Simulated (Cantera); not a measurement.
Input: 1 mol (CH3)2SiCl2, 5.6 mol H2, held at 1.00 bar.

These are equilibrium values from Cantera (NASA tables, ideal gas, pure condensed phases), not measurements of a reactor. Candidate condensed phases: C, C6H6, C7H8, C8H18, Si, SiC; 109 gas species. The feed counts by its element totals alone. The tables' values for SiCl3, SiCl are old estimates; treat these amounts as uncertain. Gases not in the tables: Si2H6 and higher silanes. Equilibrium is a limit: real reactors are often held back by kinetics, nucleation or transport. All values below are at 2198 K.

Base state: H2 0.795, HCl 0.188, SiCl2 0.00915, H 0.00496, C2H2 (acetylene) 0.00201, Cl 0.000854, SiCl3 0.000235, CH4 0.000167 (mole fractions); condensed: C(graphite) + SiC(s).

**Question.** What changes in the equilibrium state with this change: H2 from 5.6 to 16 mol?

**Answer.** 
| species | before | after |
|---|---|---|
| H2 | 0.795 | 0.895 |
| HCl | 0.188 | 0.0950 |
| H | 0.00496 | 0.00527 |
| SiCl2 | 0.00915 | 0.00208 |
| SiCl3 | 0.000235 | 2.56e-5 |
| SiHCl3 | 1.25e-5 | 1.44e-6 |
| Cl | 0.000854 | 0.000407 |
| SiCl | 0.000101 | 4.83e-5 |
| CH4 | 0.000167 | 0.000211 |
| C(graphite), mol | 1.05 | 0.949 |
| SiC(s), mol | 0.908 | 0.955 |
The tables' values for SiCl, SiCl3 are old estimates; treat these amounts as uncertain.
